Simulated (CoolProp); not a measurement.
The fluid at 298.15 K and 2.89 MPa expands adiabatically to 0.212 MPa with isentropic efficiency 0.8. The same conditions are run with several fluids, on thermodynamics alone (safety and materials aside).

Model: reference Helmholtz-energy equation of state of each fluid (C2F6 (R116): Lemmon 2006; CF4 (R14): Platzer 1990; ethylene: Smukala 2000; fluorine: de Reuck 1990; nitrogen: Span 2000), in CoolProp. The equations of Platzer and Polt are older, rougher fits.

```tsv
fluid	work (kJ/kg)	final temperature (K)	final phase	final density (kg/m³)
C2F6 (R116)	25.0	225.0	gas	16.6
CF4 (R14)	44.5	210.8	gas	10.9
ethylene	121	183.0	two-phase, vapour fraction 0.984	4.21
fluorine	95.5	173.6	gas	5.62
nitrogen	128	170.2	gas	4.23
```
